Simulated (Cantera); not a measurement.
A closed system holds: 1 mol SiC, 0.33 mol N2O, 1.8 mol H2, held at 1725 K.

Equilibrium computed with Cantera from the NASA thermochemical tables; the gas is ideal and each condensed phase is pure. Candidate condensed phases: C, C6H6, C7H8, C8H18, H2O, Si, SiC, SiO2, Si2N2O, Si3N4; 151 gas species. Mutual solubility and eutectic melting of coexisting phases are not modelled. The tables' values for SiN are old estimates; treat these amounts as uncertain. Kinetics and transport are ignored.

x: gas mole fraction; n: condensed amount in mol.

```tsv
P (Pa)	x H2	x H	x N2	x CO	x Si	x SiO	n SiC(s)	n Si2N2O(s)	n C(graphite)
0.100	0.547	0.137	0.113	0.101	0.0884	0.0120	___	0	0
1	0.674	0.0482	0.128	0.0749	0.0216	0.0531	0.806	0	0
10	0.716	0.0157	0.133	0.0676	0.00252	0.0651	0.832	0	0
100	0.727	0.00501	0.134	0.0670	0.000256	0.0668	0.835	0	0
1000	0.730	0.00159	0.134	0.0670	2.57e-5	0.0670	0.835	0	0
10000	0.798	0.000525	0.100	0.0961	5.45e-7	0.00434	0.783	0.104	0
100000	0.886	0.000175	0.0558	0.0561	1.71e-8	0.000249	___	0.216	0.315
1000000	0.979	5.81e-5	0.00553	0.00566	1.71e-9	2.51e-5	___	0.320	0.611
```

Problem. Complete the blanks.

Solution. 
- 0.100, n SiC(s): 0.702
- 100000, n SiC(s): 0.568
- 1000000, n SiC(s): 0.361
